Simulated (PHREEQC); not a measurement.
Solution A (0.18 mol/kgw NH3 and 3.5e-05 mol/kgw H3BO3) is mixed with solution B (0.26 mol/kgw NH3, 0.00016 mol/kgw K2SO4 and 0.01 mol/kgw KH2PO4) at 25 °C; shares are by mass of water, 1 kg in all. Oxygen is held at 0.21 atm. No CO2 enters from the air. No solid was allowed to form.

Model: ion-association model, phreeqc.dat, run in PHREEQC.

```
share of solution B     pH  SO4-2 (mol/kgw)  NH4SO4- (mol/kgw)
-------------------  -----  ---------------  -----------------
0                    11.24                0                  0
0.1                    [?]          1.55e-5            3.86e-7
0.2                  11.04          3.08e-5            9.32e-7
0.3                    [?]          4.57e-5            1.64e-6
0.4                    [?]          6.04e-5            2.51e-6
0.5                  10.85          7.49e-5            3.53e-6
0.6                    [?]          8.91e-5            4.69e-6
0.7                  10.77         0.000103            5.97e-6
0.8                  10.73         0.000117            7.37e-6
0.9                  10.71         0.000131            8.88e-6
1                    10.68         0.000144            1.05e-5
```

### Question
What belongs in the gaps?

### Answer

- 0.1, pH: 11.13
- 0.3, pH: 10.97
- 0.4, pH: 10.90
- 0.6, pH: 10.80
